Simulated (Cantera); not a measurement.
A freely propagating, adiabatic, planar premixed flame of C2H6 : O2 : N2 : CO2 = 1 : 4.79 : 18 : 5.5 (molar parts), unburnt at 625 K and 9.77 atm; mixture-averaged transport, grid criteria slope 0.08 and curve 0.16, no radiation.

Detailed kinetics in Cantera: GRI-Mech 3.0 (53 species, 325 reactions). Burning velocities carry a grid error of a few per cent, more on coarse grids.

Predict: laminar burning velocity; thermal thickness; peak x(CH3); peak x(H2).


```
Item                          Value
------------------------  ---------
laminar burning velocity  17.5 cm/s
thermal thickness          0.132 mm
peak x(CH3)                0.000135
peak x(H2)                  0.00220
```
